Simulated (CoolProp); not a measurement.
Vapour-liquid equilibrium of R114 (1) + n-hexane (2) at 24.95 °C; x and y are mole fractions of (1).

Model: multi-fluid Helmholtz-energy mixture model, Platzer 1990 and Thol 2019; pair parameters Bell 2016, in CoolProp. This equation is an older, rougher fit; its heat capacities, sound speeds and derivatives of the liquid may be far off and weren't checked against measurements.

| x | bubble pressure, mixture model (MPa) | bubble pressure, Raoult's law (MPa) | y, mixture model | y, Raoult's law |
|---|---|---|---|---|
| 0.05 | 0.03696 | 0.02982 | 0.476 | 0.359 |
| 0.2 | 0.07883 | 0.05891 | 0.784 | 0.727 |
| 0.35 | 0.1107 | 0.08800 | … | 0.851 |
| 0.5 | … | 0.1171 | … | 0.914 |
| 0.65 | 0.1586 | 0.1462 | 0.937 | 0.952 |
| 0.8 | … | 0.1753 | … | 0.977 |
| 0.95 | … | 0.2044 | 0.990 | 0.995 |

**Question.** Some entries are withheld; supply them.

**Answer.** 
- 0.35, y, mixture model: 0.866
- 0.5, bubble pressure, mixture model (MPa): 0.1362
- 0.5, y, mixture model: 0.908
- 0.8, bubble pressure, mixture model (MPa): 0.1808
- 0.8, y, mixture model: 0.963
- 0.95, bubble pressure, mixture model (MPa): 0.2051

The largest gap from Raoult's law is +33.8 % in bubble pressure, at x = 0.2. No azeotrope shows between x = 0.05 and 0.95.

The pair parameters rest on a limited set of measurements; away from them the model extrapolates.
